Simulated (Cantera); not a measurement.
Standard-state values (1 bar) from the NASA 1993 polynomials, evaluated with Cantera. Values are per mole of reaction as written; species without (g) are pure solids or liquids, kept so even where they would boil at 1 bar.

Question: Between 300 and 1073 K, where is each reaction favourable under standard conditions?
- MgO + Br2(g) → O(g) + MgBr2

Answer: 
- MgO + Br2(g) → O(g) + MgBr2: ΔG° is 294 kJ at 300 K and 274 kJ at 1073 K; it stays positive (K < 1). ΔH° is 351 kJ and ΔS° 72 J/K at 1073 K.
